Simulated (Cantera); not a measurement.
**TiO₂ + CH₄ + CO (carbothermic reduction)**

Charge: 1 mol TiO₂, 1.7 mol CH₄, 0.013 mol CO, at 1900 K and 13.3 mbar.

Equilibrium computed with Cantera from the NASA thermochemical tables; the gas is ideal and each condensed phase is pure. Candidate condensed phases: C, C₆H₆, C₇H₈, C₈H₁₈, H₂O, Ti, TiC, TiO, TiO₂, Ti₂O₃, Ti₃O₅, Ti₄O₇; 113 gas species. Mutual solubility and eutectic melting of coexisting phases are not modelled. TiC, TiO: taken at fixed stoichiometry. Condensed phases not in the tables: solid solutions among these carbides, nitrides and lower oxides. Equilibrium is a limit: real reactors are often held back by kinetics, nucleation or transport.

* **x(H₂)**: 0.709
* **x(CO)**: 0.285
* **x(H)**: 0.00579
* **x(H₂O)**: 7.16e-5
* **x(TiO)**: 9.18e-6
* **x(CO₂)**: 6.85e-6
* **x(Ti)**: 1.11e-6
* **n(TiC(s))**: 0.350 mol
* **n(TiO(s))**: 0.650 mol
* **gas amount**: 4.777 mol
* **log10 activity of Ti₂O₃(s) (absent)**: -0.23
* **log10 activity of Ti₃O₅(s) (absent)**: -1.03
* **log10 activity of C(graphite) (absent)**: -2.17
